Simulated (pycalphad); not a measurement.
Computed with pycalphad from the COST 507 light-alloy database (1999), at 1 atm. The database dates from 1999; later assessments differ in places, in temperatures and in the compounds included. Phase fractions are per mole of atoms. Diffusion is slow at the low end, where real alloys seldom reach equilibrium.

Task: Give the equilibrium state of Ti-0.88Hf-0.9477B (wt.%) at 550 K.

Result: hcp, fraction 0.918, with 0.93 Hf, <0.01 B wt.%; BM, fraction 0.082, with 0.03 Hf, 18.4 B wt.%.

Task: Give the equilibrium state of Ti-0.88Hf-0.9477B (wt.%) at 1250 K.

Result: 
```
T = 1250.00 K, P = 101325 Pa, N = 1 mol of atoms
G = -67649 J/mol, H = 25433 J/mol, S = 74.47 J/(mol K)  (SER reference)
chemical potentials (J/mol): Ti -62478, Hf -142700, B -184405
phase             fraction      x(Ti)      x(Hf)       x(B)
BCC_A2              0.9208     0.9961     0.0025     0.0014
BM                  0.0792     0.4999   0.000147     0.5000
```

Database names, with the compositions (at.%) that they take in these runs: BM: Ti 50 B 50. BCC_A2 is bcc.
